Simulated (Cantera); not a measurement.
Feed: 1 mol Si3N4, 0.97 mol CO2, 2.9 mol N2, equilibrated at 0.680 bar.

Cantera equilibrium calculation (NASA polynomials, part measured and part estimated; ideal gas, pure solids and liquids). Candidate condensed phases: C, Si, SiC, SiO2, Si2N2O, Si3N4; 34 gas species. Mutual solubility and eutectic melting of coexisting phases are not modelled. The tables hold silica as quartz up to 1696 K and as liquid above; real silica turns to tridymite and cristobalite and melts near 1996 K. Kinetics and transport are ignored.

x: gas mole fraction; n: condensed amount in mol.

| T (°C) | x N2 | x CO | x SiO | x CO2 | x C2N2 | x CN | n C(graphite) | n SiO2(β-quartz) | n Si2N2O(s) |
|---|---|---|---|---|---|---|---|---|---|
| 1050 | 0.914 | 0.0859 | 1.74e-8 | 1.98e-5 | 1.11e-10 | <1e-12 | 0.647 | 0.0779 | 1.46 |
| 1100 | 0.885 | 0.115 | 8.09e-8 | 2.03e-5 | 3.02e-10 | [?] | 0.530 | 0 | 1.50 |
| 1150 | 0.885 | 0.115 | 2.91e-7 | 1.22e-5 | 7.90e-10 | [?] | 0.530 | 0 | 1.50 |
| 1200 | 0.885 | 0.115 | 9.56e-7 | 7.55e-6 | 1.94e-9 | [?] | 0.530 | 0 | 1.50 |
| 1250 | 0.885 | 0.115 | 2.90e-6 | 4.85e-6 | 4.48e-9 | [?] | 0.530 | 0 | 1.50 |
| 1300 | 0.885 | 0.115 | 8.19e-6 | 3.21e-6 | 9.82e-9 | [?] | 0.530 | 0 | 1.50 |
| 1350 | 0.885 | 0.115 | 2.16e-5 | 2.18e-6 | 2.05e-8 | [?] | 0.530 | 0 | 1.50 |
| 1400 | 0.885 | 0.115 | 5.38e-5 | 1.52e-6 | 4.10e-8 | [?] | 0.530 | 0 | 1.50 |

Q: Complete the blanks.

A: 
- 1100, x CN: 4.06e-12
- 1150, x CN: 1.56e-11
- 1200, x CN: 5.47e-11
- 1250, x CN: 1.76e-10
- 1300, x CN: 5.28e-10
- 1350, x CN: 1.47e-9
- 1400, x CN: 3.87e-9
